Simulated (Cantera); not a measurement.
**Moist CO burnout**

An isothermal, constant-pressure homogeneous reactor starts with 2.01 % CO, 6.41 % O2, 0.0723 % H2O, 91.5 % N2, at 1050 K and 1050 Torr.

Model: GRI-Mech 3.0 (53 species, 325 reactions), integrated in Cantera.

```tsv
t (s)	x CO	x O2	x H2O	x H2O2	x NO	x N2O	x HO2
2.00e-6	0.0201	0.0641	0.000723	<1e-12	<1e-12	<1e-12	<1e-12
6.93e-6	0.0201	0.0641	0.000723	<1e-12	<1e-12	<1e-12	<1e-12
2.40e-5	0.0201	0.0641	0.000723	<1e-12	<1e-12	<1e-12	<1e-12
8.32e-5	0.0201	0.0641	0.000723	<1e-12	<1e-12	<1e-12	<1e-12
0.000288	0.0201	0.0641	0.000723	<1e-12	<1e-12	<1e-12	1.96e-11
0.001000	0.0201	0.0641	0.000723	<1e-12	<1e-12	<1e-12	2.48e-10
0.00346	0.0201	0.0641	0.000723	<1e-12	<1e-12	6.89e-12	2.21e-9
0.0120	0.0201	0.0641	0.000723	9.52e-12	<1e-12	5.07e-11	1.64e-8
0.0416	0.0201	0.0641	0.000723	4.79e-9	<1e-12	1.11e-9	3.36e-7
0.144	0.0192	0.0636	0.000719	3.63e-7	9.35e-11	7.04e-8	2.70e-6
0.500	0.0148	0.0615	0.000718	3.80e-7	2.72e-9	3.87e-7	2.76e-6
1.73	0.00576	0.0573	0.000725	1.91e-7	2.52e-8	1.07e-6	1.92e-6
6.00	0.000361	0.0547	0.000730	1.33e-8	6.86e-8	1.60e-6	4.84e-7
```
x: mole fraction; the columns are a selection and need not sum to one.

Equilibrium at this temperature and pressure: CO 2.28e-11, O2 0.0545, H2O 0.000730, H2O2 1.05e-12, NO 2.93e-5, N2O 2.94e-9, HO2 6.74e-11 (gas phase only).
